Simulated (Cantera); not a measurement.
Charge: 1 mol SO2, 3.2 mol O2, at 0.00250 bar.

Method: chemical equilibrium by Gibbs-energy minimisation in Cantera with the NASA 1993 tables (ideal gas, pure condensed phases). Candidate condensed phases: S; 10 gas species. Rates play no part.

x: gas mole fraction; nothing condenses.

```
T (°C)        x O2         x O       x SO2        x SO         x S
------  ----------  ----------  ----------  ----------  ----------
1977         0.708      0.0621       0.224     0.00592     4.47e-5
2027         0.690      0.0825       0.219     0.00832     8.78e-5
2077         0.668       0.108       0.212      0.0115    0.000168
2127         0.641  (withheld)       0.204  (withheld)  (withheld)
2177         0.609       0.176       0.193      0.0205    0.000561
2227         0.572       0.219       0.181      0.0266    0.000988
2277         0.530       0.269       0.166      0.0338     0.00169
2327         0.483       0.323       0.149      0.0418     0.00282
2377         0.432       0.383       0.131      0.0503     0.00458
2427         0.379       0.445       0.111      0.0586     0.00719
2477         0.326       0.507      0.0904      0.0659      0.0109
2527    (withheld)  (withheld)  (withheld)      0.0713  (withheld)
2577         0.225       0.625      0.0530      0.0738      0.0226
2627         0.182       0.677      0.0378      0.0731      0.0305
```

Problem. What belongs in the gaps?

Solution. 
- 2527, x O2: 0.274
- 2527, x O: 0.568
- 2527, x SO2: 0.0708
- 2527, x S: 0.0160
- 2127, x O: 0.139
- 2127, x SO: 0.0155
- 2127, x S: 0.000311
